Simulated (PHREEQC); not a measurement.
Dissolve 0.00051 mol/kgw H2S, 0.002 mol/kgw HCl and 0.00048 mol/kgw FeCl2 at 25 °C. It is in equilibrium with CO2 at log p = 0 (atm). Otherwise closed; pH follows from the charge balance.

The numbers come from PHREEQC with the ion-association model, wateq4f.dat.

| quantity | before | after |
|---|---|---|
| pH | 2.72 | 2.73 |
| HCO3- (mol/kgw) | 8.50e-6 | 4.78e-6 |
| FeCl+ (mol/kgw) | 1.52e-6 | 1.50e-6 |
| FeHCO3+ (mol/kgw) | 3.18e-7 | 1.76e-7 |
| HS- (mol/kgw) | 3.29e-8 | 6.94e-8 |
| Fe(HS)2 (mol/kgw) | 3.16e-10 | 1.37e-9 |
| SI of Siderite (FeCO3) | -5.24 | -5.12 |

**Question.** Name the change that produced these shifts.
A) temperature from 25 to 60 °C
B) H2S replaced by NH4HS at the same molality
C) HCl from 0.002 to 0.0022 mol/kgw
D) diluted 5-fold with water

**Answer.** A, temperature from 25 to 60 °C

Precipitation was switched off in this run. At this temperature some constants are extrapolated from 25 °C, and those without enthalpy data are left unchanged.
